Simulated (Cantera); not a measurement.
A freely propagating, adiabatic, planar premixed flame of H₂ : O₂ : N₂ = 1 : 0.179 : 0.671 (molar parts), equivalence ratio 2.8, unburnt at 525 K and 15000 Pa; mixture-averaged transport, grid criteria slope 0.08 and curve 0.16, no radiation.

Cantera simulation using the H2/O2 subset of GRI-Mech 3.0, which has no nitrogen chemistry; the numbers are that mechanism's predictions, not measurements. Burning velocities carry a grid error of a few per cent, more on coarse grids.

Problem. Predict: laminar burning velocity; thermal thickness; peak x(HO₂); peak x(H₂O₂); peak x(O); peak x(H).

Solution. 
```
Item                         Value
------------------------  --------
laminar burning velocity  509 cm/s
thermal thickness          5.38 mm
peak x(HO₂)                5.48e-5
peak x(H₂O₂)               1.41e-6
peak x(O)                  0.00236
peak x(H)                    0.105
```
